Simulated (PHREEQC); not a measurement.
Consider water at 25 °C with 0.0016 mol HI per kg of water. Closed to the air; pH follows from the charge balance.

The numbers come from PHREEQC with the ion-association model, wateq4f.dat.

| Property | Value |
|---|---|
| pH | 2.81 |
| ionic strength | 0.00160 mol/kgw |
| total alkalinity | -1.60 meq/kg |

```csv
species,molality,activity,log γ
H+,0.00160,0.00153,-0.018
I-,0.00160,0.00153,-0.019
```

This is a speciation only: nothing precipitates in the calculation.
